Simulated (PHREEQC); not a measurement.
Na2CO3 is added in steps, without added water, to 1 kg of water holding 0.0011 mol (CH3)4NF and 0.0043 mol AlCl3, at 25 °C. Oxygen alone is held at its pressure in air (log pO2 = -0.68). The system is closed to CO2. Only these solids could form: Gibbsite, Halite, Nahcolite, Natron.

Base run: PHREEQC, ion-association model, wateq4f.dat. Each further column changes one thing. The table gives Al in solution (mol/kgw).

| Na2CO3 added (mol) | base | database phreeqc.dat | Debye-Hückel limiting law | Davies equation for every ion | all activity coefficients set to 1 |
|---|---|---|---|---|---|
| 0 | 0.00426 | 0.00426 | 0.00426 | 0.00426 | 0.00424 |
| 0.0039 | 0.00167 | 0.00167 | 0.00167 | 0.00167 | 0.00166 |
| 0.006825 | 0.000319 | 0.000319 | 0.000321 | 0.000320 | 0.000313 |
| 0.01073 | 1.82e-5 | 1.82e-5 | 1.86e-5 | 1.87e-5 | 1.82e-5 |
| 0.01463 | 4.59e-6 | 4.58e-6 | (withheld) | 4.52e-6 | (withheld) |
| 0.01755 | 1.16e-5 | 1.16e-5 | 1.08e-5 | 1.14e-5 | 1.33e-5 |
| 0.02145 | 2.02e-5 | 2.01e-5 | (withheld) | 1.98e-5 | 2.28e-5 |
| 0.02438 | 2.60e-5 | 2.59e-5 | 2.35e-5 | 2.55e-5 | (withheld) |
| 0.02828 | 3.33e-5 | 3.32e-5 | 2.98e-5 | 3.26e-5 | 3.71e-5 |
| 0.03218 | 4.00e-5 | 3.99e-5 | (withheld) | 3.92e-5 | (withheld) |
| 0.0351 | 4.48e-5 | 4.46e-5 | 3.94e-5 | 4.38e-5 | (withheld) |
| 0.039 | 5.08e-5 | 5.06e-5 | 4.44e-5 | 4.97e-5 | 5.53e-5 |

Task: What belongs in the gaps?

Result: 
- 0.01463, Debye-Hückel limiting law: 4.30e-6
- 0.01463, all activity coefficients set to 1: 5.25e-6
- 0.02145, Debye-Hückel limiting law: 1.84e-5
- 0.02438, all activity coefficients set to 1: 2.93e-5
- 0.03218, Debye-Hückel limiting law: 3.55e-5
- 0.03218, all activity coefficients set to 1: 4.42e-5
- 0.0351, all activity coefficients set to 1: 4.92e-5

(CH3)4N+ isn't in the database: it is added as a free cation with an ion size of 4 Å. Fluoro complexes past AlF4- and FeF3 are missing from the database. phreeqc.dat and wateq4f.dat share most of their constants, so their agreement is no independent check. Solids allowed in the column 'database phreeqc.dat': Gibbsite, Halite.
